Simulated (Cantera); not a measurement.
Feed: 1 mol Si3N4, 0.0021 mol O2, 3.6 mol H2, equilibrated at 5700 Pa.

Method: chemical equilibrium by Gibbs-energy minimisation in Cantera with the NASA 1993 tables (ideal gas, pure condensed phases). Candidate condensed phases: H2O, Si, SiO2, Si2N2O, Si3N4; 35 gas species. Mutual solubility and eutectic melting of coexisting phases are not modelled. Gases not in the tables: Si2H6 and higher silanes. Equilibrium is a limit: real reactors are often held back by kinetics, nucleation or transport.

Which condensed phases are stable at each of these points (T (K)): 1300, 1375, 1450, 1525, 1600, 1675, 1750, 1825, 1900, 1975, 2050, 2125, 2200?


| T (K) | condensed phases | Si condensed (%) |
|---|---|---|
| 1300 | Si2N2O(s) + Si3N4(s) | 100.0 |
| 1375 | Si2N2O(s) + Si3N4(s) | 100.0 |
| 1450 | Si2N2O(s) + Si3N4(s) | 100.0 |
| 1525 | Si(s) + Si2N2O(s) + Si3N4(s) | 100.0 |
| 1600 | Si(s) + Si2N2O(s) + Si3N4(s) | 100.0 |
| 1675 | Si(s) + Si2N2O(s) + Si3N4(s) | 99.9 |
| 1750 | Si(l) + Si3N4(s) | 99.9 |
| 1825 | Si(l) + Si3N4(s) | 99.8 |
| 1900 | Si(l) | 99.8 |
| 1975 | Si(l) | 99.7 |
| 2050 | Si(l) | 99.5 |
| 2125 | Si(l) | 99.1 |
| 2200 | Si(l) | 98.3 |

From 1300 K to 1450 K the condensed part is Si2N2O(s) + Si3N4(s). From 1525 K to 1675 K the condensed part is Si(s) + Si2N2O(s) + Si3N4(s). From 1750 K to 1825 K the condensed part is Si(l) + Si3N4(s). From 1900 K to 2200 K the condensed part is Si(l).
